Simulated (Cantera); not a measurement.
## Equilibrium for silicon nitride deposition: SiCl4 + N2

Charge: 1 mol SiCl4, a varied amount of N2, equilibrated at 1898 K and 98.0 Pa.

Method: chemical equilibrium by Gibbs-energy minimisation in Cantera with the NASA 1993 tables (ideal gas, pure condensed phases). Candidate condensed phases: Si, Si3N4; 13 gas species. The tables' values for SiCl3, SiCl are old estimates; treat these amounts as uncertain. Kinetics and transport are ignored.

```tsv
n(N2) (mol)	x N2	x Cl	x SiCl2	x SiCl3	x SiCl4	x Cl2
5.2	0.646	0.230	0.108	0.0138	0.00240	0.000216
7	0.709	0.190	0.0902	0.00956	0.00137	0.000148
8.8	0.752	0.162	0.0775	0.00701	0.000859	0.000108
11	0.791	0.138	0.0662	0.00508	0.000528	7.74e-5
12	0.804	0.129	0.0621	0.00445	0.000433	6.77e-5
14	0.827	0.114	0.0552	0.00351	0.000302	5.32e-5
16	0.845	0.102	0.0497	0.00284	0.000219	4.28e-5
18	0.859	0.0928	0.0452	0.00234	0.000164	3.53e-5
19	0.866	0.0887	0.0432	0.00214	0.000143	3.22e-5
21	0.877	0.0815	0.0398	0.00181	0.000111	2.72e-5
23	0.886	0.0754	0.0368	0.00155	8.81e-5	2.32e-5
25	0.894	0.0701	0.0343	0.00134	7.10e-5	2.01e-5
26	0.898	0.0677	0.0331	0.00125	6.41e-5	1.88e-5
```
x: gas mole fraction; nothing condenses.

From 5.2 mol N2 to 26 mol N2 nothing is condensed. The main Si-bearing gas is SiCl2 throughout.
